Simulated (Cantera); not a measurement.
A Cantera script and what it prints.

```python
import numpy as np
import cantera as ct

gas_names = [...]  # 60 gases of nasa_gas.yaml made of H, N, O, S
cond_names = """
    H2O(s) H2O(L) H2SO4(L) S(cr1) S(cr2) S(L)
""".split()


# ... load() reads the species with a 1 bar reference pressure and builds the phases ...
atoms = {
    'H2O': {'H': 2, 'O': 1},
    'SO2': {'S': 1, 'O': 2},
    'N2': {'N': 2},
}
top_T = {}  # K; cautious upper limits of use, not melting points


# ... equilibrate(T, P, feed) seeds the gas with the atoms and calls Mixture.equilibrate('TP', solver="vcs", rtol=1e-11, max_steps=5000) ...
results = []
feed = {'H2O': 1, 'SO2': 0.0038, 'N2': 0.32}  # mol
P = 1333.22  # Pa
for T in [2000, 2250, 2500, 2750, 3000, 3250, 3500, 3750, 4000, 4250, 4500, 4750, 5000]:
    mix = equilibrate(T, P, feed)
    results.append((T, P, feed, dict(zip(mix.species_names, mix.species_moles))))

top = {s: max(r[3][s] / sum(r[3][g] for g in gas_names) for r in results) for s in gas_names}
cols = sorted((s for s in top if top[s] > 0.0001), key=lambda s: -top[s])[:7]
seen = [c for c in cond_names if any(r[3].get(c, 0) > 1e-12 for r in results)]
print("log10 of partial pressures in bar; condensed amounts in mol")
print(f"{'T/K':>10s}" + "".join(f"{s[:9]:>10s}" for s in cols + seen))
for T, P, feed, n in results:
    ng = sum(n[g] for g in gas_names)
    print(f"{T:10.4g}" + "".join(f"{np.log10(max(n[s] / ng * P / 1e5, 1e-99)):10.3f}" for s in cols)
          + "".join(f"{n.get(c, 0):10.4g}" for c in seen))
```

It prints:

```
log10 of partial pressures in bar; condensed amounts in mol
       T/K       H2O         H         O        N2        H2        OH         N
      2000    -2.017    -4.575    -5.159    -2.498    -3.573    -4.020   -10.294
      2250    -2.069    -3.688    -4.195    -2.516    -3.117    -3.463    -8.909
      2500    -2.206    -3.008    -3.453    -2.564    -2.817    -3.081    -7.816
      2750    -2.534    -2.524    -2.916    -2.663    -2.717    -2.911    -6.951
      3000    -3.191    -2.247    -2.594    -2.790    -2.891    -3.025    -6.251
      3250    -4.142    -2.142    -2.459    -2.865    -3.296    -3.389    -5.642
      3500    -5.152    -2.111    -2.417    -2.890    -3.764    -3.836    -5.099
      3750    -6.088    -2.102    -2.404    -2.898    -4.206    -4.265    -4.622
      4000    -6.925    -2.099    -2.400    -2.907    -4.604    -4.654    -4.204
      4250    -7.673    -2.100    -2.400    -2.923    -4.960    -5.004    -3.839
      4500    -8.344    -2.102    -2.401    -2.954    -5.281    -5.319    -3.523
      4750    -8.951    -2.106    -2.405    -3.013    -5.573    -5.606    -3.254
      5000    -9.505    -2.112    -2.411    -3.112    -5.841    -5.869    -3.036
```

These are equilibrium values from Cantera (NASA tables, ideal gas, pure condensed phases), not measurements of a reactor.
